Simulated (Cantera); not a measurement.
## Thermodynamics of aluminium and copper etching, feed Al + Cl2 + N2

Input: 1 mol Al, 1.2 mol Cl2, 8.8 mol N2, equilibrated at 120 Pa.

Equilibrium computed with Cantera from the NASA thermochemical tables; the gas is ideal and each condensed phase is pure. Candidate condensed phases: Al, AlCl3, AlN; 11 gas species. The tables' values for AlCl2 are old estimates; treat these amounts as uncertain. The numbers say what is thermodynamically allowed, not how fast it happens.

```json
[
 {"T (°C)": "152", "x N2": "0.956", "x AlCl3": "0.000998", "x Al2Cl6": "0.0434", "x AlCl": "<1e-12", "x AlCl2": "<1e-12", "n AlN(s)": "0.200"},
 {"T (°C)": "302", "x N2": "0.929", "x AlCl3": "0.0557", "x Al2Cl6": "0.0149", "x AlCl": "<1e-12", "x AlCl2": "<1e-12", "n AlN(s)": "0.200"},
 {"T (°C)": "452", "x N2": "0.916", "x AlCl3": "0.0839", "x Al2Cl6": "0.000180", "x AlCl": "<1e-12", "x AlCl2": "4.50e-10", "n AlN(s)": "0.200"},
 {"T (°C)": "602", "x N2": "0.916", "x AlCl3": "0.0842", "x Al2Cl6": "6.23e-6", "x AlCl": "2.07e-10", "x AlCl2": "1.91e-7", "n AlN(s)": "0.200"},
 {"T (°C)": "752", "x N2": "0.916", "x AlCl3": "0.0842", "x Al2Cl6": "6.04e-7", "x AlCl": "2.38e-7", "x AlCl2": "1.35e-5", "n AlN(s)": "0.200"},
 {"T (°C)": "902", "x N2": "0.916", "x AlCl3": "0.0840", "x Al2Cl6": "1.10e-7", "x AlCl": "4.41e-5", "x AlCl2": "0.000314", "n AlN(s)": "0.199"},
 {"T (°C)": "1052", "x N2": "0.913", "x AlCl3": "0.0807", "x Al2Cl6": "2.81e-8", "x AlCl": "0.00243", "x AlCl2": "0.00345", "n AlN(s)": "0.174"},
 {"T (°C)": "1202", "x N2": "0.898", "x AlCl3": "0.0647", "x Al2Cl6": "6.61e-9", "x AlCl": "0.0239", "x AlCl2": "0.0134", "n AlN(s)": "0"}
]
```
x: gas mole fraction; n: condensed amount in mol.

From 152 °C to 1052 °C the condensed part is AlN(s). At 1202 °C nothing is condensed. The main Al-bearing gas is Al2Cl6 at 152 °C and AlCl3 at 1202 °C.
